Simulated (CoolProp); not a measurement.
Saturation properties of R365MFC.

Model: reference Helmholtz-energy equation of state, Lemmon 2016, in CoolProp.

```tsv
T (°C)	p (MPa)	liquid density (kg/m³)	enthalpy of vaporisation (kJ/kg)
72.25	0.2833	…	171.3
76.75	0.3217	1138	168.7
81.25	0.3639	…	…
85.65	0.4092	…	163.3
90.15	0.4598	1103	160.5
94.65	0.5150	…	157.6
99.05	0.5737	…	154.7
103.55	0.6389	1065	151.6
108.05	0.7096	…	148.4
112.45	0.7842	1038	…
```

Problem. Fill in the missing entries.

Solution. 
- 72.25, liquid density (kg/m³): 1149
- 81.25, liquid density (kg/m³): 1126
- 81.25, enthalpy of vaporisation (kJ/kg): 166.0
- 85.65, liquid density (kg/m³): 1115
- 94.65, liquid density (kg/m³): 1090
- 99.05, liquid density (kg/m³): 1078
- 108.05, liquid density (kg/m³): 1052
- 112.45, enthalpy of vaporisation (kJ/kg): 145.2

It boils at 40.2 °C under 1 atm.
